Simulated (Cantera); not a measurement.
# Ta2O5 + CH4 + H2 (carbothermic reduction)

Input: 1 mol Ta2O5, 0.47 mol CH4, 0.27 mol H2, held at 1898.15 K.

Method: chemical equilibrium by Gibbs-energy minimisation in Cantera with the NASA 1993 tables (ideal gas, pure condensed phases). Candidate condensed phases: C, C6H6, C7H8, C8H18, H2O, Ta, TaC, Ta2O5; 113 gas species. Mutual solubility and eutectic melting of coexisting phases are not modelled. TaC: taken at fixed stoichiometry. Condensed phases not in the tables: Ta2C, N, O or C dissolved in the metal. Equilibrium is a limit: real reactors are often held back by kinetics, nucleation or transport.

| P (Pa) | x H2 | x CO | x H | x H2O | x TaO2 | x CO2 | n Ta(s) | n Ta2O5(s) | n TaC(s) |
|---|---|---|---|---|---|---|---|---|---|
| 10 | 0.663 | 0.270 | 0.0637 | 0.000759 | 0.00162 | 7.35e-5 | 0.188 | 0.904 | 0 |
| 42 | 0.692 | 0.275 | 0.0318 | 0.000791 | 0.000386 | 7.49e-5 | 0.188 | 0.905 | 0 |
| 180 | 0.706 | 0.277 | 0.0155 | 0.000807 | 9.00e-5 | 7.55e-5 | 0.189 | 0.906 | 0 |
| 750 | 0.775 | 0.216 | 0.00795 | 0.00106 | 1.98e-5 | 7.00e-5 | 0 | 0.933 | 0.135 |
| 3200 | 0.778 | 0.216 | 0.00386 | 0.00160 | 3.77e-6 | 0.000106 | 0 | 0.932 | 0.135 |
| 13000 | 0.779 | 0.216 | 0.00192 | 0.00240 | 7.59e-7 | 0.000158 | 0 | 0.932 | 0.135 |
| 56000 | 0.779 | 0.216 | 0.000923 | 0.00364 | 1.43e-7 | 0.000240 | 0 | 0.932 | 0.136 |
| 240000 | 0.778 | 0.215 | 0.000446 | 0.00550 | 2.71e-8 | 0.000363 | 0 | 0.932 | 0.137 |
| 1000000 | 0.776 | 0.215 | 0.000218 | 0.00824 | 5.31e-9 | 0.000542 | 0 | 0.931 | 0.138 |
x: gas mole fraction; n: condensed amount in mol.

From 10.0 Pa to 1.80 mbar the condensed part is Ta(s) + Ta2O5(s). From 7.50 mbar to 10.0 bar the condensed part is TaC(s) + Ta2O5(s).
